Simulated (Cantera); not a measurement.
Feed: 1 mol N2O, 1.4 mol H2, 0.39 mol O2, equilibrated at 0.0133 bar.

Method: chemical equilibrium by Gibbs-energy minimisation in Cantera with the NASA 1993 tables (ideal gas, pure condensed phases). Candidate condensed phases: H2O; 24 gas species. The numbers say what is thermodynamically allowed, not how fast it happens. All values below are at 1900 K.

Base state: H2O 0.533, N2 0.384, O2 0.0712, OH 0.00634, NO 0.00233, H2 0.00225, O 0.000690, H 0.000326 (mole fractions); condensed: gas only.

**Question.** What changes in the equilibrium state with this change: N2O replaced by S?

**Answer.** 
```tsv
species	before	after
H2	0.00225	0.404
H2O	0.533	0.282
S2	0	0.199
N2	0.384	0
SO2	0	0.0432
SO	0	0.0272
H2S	0	0.0164
SH	0	0.0160
O2	0.0712	6.22e-7
S	0	0.00617
NO	0.00233	0
S2O	0	0.000983
O	0.000690	2.04e-6
OH	0.00634	0.000251
```
Further candidate phases: H2SO4, S.
